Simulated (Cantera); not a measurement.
A closed system holds: 1 mol Cu2O, 2.2 mol CH4, 0.054 mol CO, 8 mol C, equilibrated at 56.0 Pa.

Method: chemical equilibrium by Gibbs-energy minimisation in Cantera with the NASA 1993 tables (ideal gas, pure condensed phases). Candidate condensed phases: C, C6H6, C7H8, C8H18, Cu, CuO, Cu(OH)2, Cu2O, H2O; 113 gas species. Equilibrium is a limit: real reactors are often held back by kinetics, nucleation or transport.

At 950 K, list the 4 most abundant gas species with their mole fractions, and the condensed phases.

H2 0.807, CO 0.193, H2O 8.15e-5, CH4 6.11e-5. Condensed: C(graphite) + Cu(s).
